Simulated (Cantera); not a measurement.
Feed: 1 mol Mg(OH)2, 0.44 mol H2, 0.79 mol H2O, equilibrated at 552 °C and 0.490 bar.

Equilibrium computed with Cantera from the NASA thermochemical tables; the gas is ideal and each condensed phase is pure. Candidate condensed phases: H2O, Mg, MgO, Mg(OH)2; 15 gas species. Kinetics and transport are ignored.

Base state: H2O 0.803, H2 0.197 (mole fractions); condensed: MgO(s).

Problem. What changes in the equilibrium state with this change: temperature from 552 °C to 1975 °C?

Solution. 
| species | before | after |
|---|---|---|
| H2O | 0.803 | 0.796 |
| H2 | 0.197 | 0.196 |
| H | <1e-9 | 0.00464 |
| OH | <1e-9 | 0.00283 |
| Mg(OH)2 | <1e-9 | 0.000182 |
| Mg | <1e-9 | 0.000176 |
| MgOH | <1e-9 | 9.59e-5 |
| MgO(s), mol | 1.00 | 0.999 |
